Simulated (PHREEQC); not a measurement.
Model water analysis in mmol/kgw, 20 °C, pH 2.7, pe 10.5:

```
constituent  mmol/kgw
-----------  --------
Na               15.7
K                6.03
Ca               2.23
Mg               1.81
Cl               1.28
S(6)             16.6
Cu(2)         0.00339
```

Valence states are taken as typed.

Computed with PHREEQC (ion-association model, wateq4f.dat).

The ionic strength comes out as 0.0445 mol/kgw. What activity coefficients do Cl-, NaSO4-, Mg+2, KSO4-, Cu+2 get?

Cl- 0.82, NaSO4- 0.84, Mg+2 0.50, KSO4- 0.84, Cu+2 0.50.

Precipitation was switched off in this run. Complexes and solids missing from the database can't appear.
